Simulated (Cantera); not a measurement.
Fe + SO2 + N2 + H2S (metals in furnace atmospheres)

Input: 1 mol Fe, 3.1 mol SO2, 25 mol N2, 0.0025 mol H2S, equilibrated at 952 °C.

These are equilibrium values from Cantera (NASA tables, ideal gas, pure condensed phases), not measurements of a reactor. Candidate condensed phases: Fe, FeO, Fe(OH)2, Fe(OH)3, FeS, FeSO4, FeS2, Fe2O3, Fe2(SO4)3, Fe3O4, H2O, H2SO4, S; 38 gas species. Mutual solubility and eutectic melting of coexisting phases are not modelled. The tables' stoichiometric FeO is somewhat more stable than real wüstite, so its field is too wide. FeO, FeS: taken at fixed stoichiometry. Gases not in the tables: S3 to S7. Rates play no part.

```tsv
P (Pa)	log p N2	log p SO2	log p S2	log p SO	log p S2O	log p H2O	log p H2	n FeO(s)	n Fe3O4(s)	n FeS(s)
10	-4.05	-5.03	-6.06	-7.05	-8.33	-8.11	-8.98	1.000	0	0
82	-3.13	-4.12	-5.14	-6.36	-7.18	-7.17	-8.27	1.00	0	0
670	-2.22	-3.21	-4.23	-5.67	-6.04	-6.25	-7.57	1.00	0	0
5500	-1.31	-2.32	-3.19	-4.97	-4.82	-5.33	-6.84	0	0.333	0
45000	-0.39	-1.40	-2.35	-4.30	-3.73	-4.41	-6.17	0	0.314	0.0590
370000	0.52	-0.47	-1.61	-3.65	-2.71	-3.49	-5.53	0	0.278	0.166
3000000	1.43	0.45	-0.87	-3.01	-1.70	-2.58	-4.90	0	0.254	0.237
```
log p: log10 of the partial pressure in bar; n: condensed amount in mol.

From 10.0 Pa to 670 Pa the condensed part is FeO(s). At 5500 Pa the condensed part is Fe3O4(s). From 45000 Pa to 3000000 Pa the condensed part is FeS(s) + Fe3O4(s).
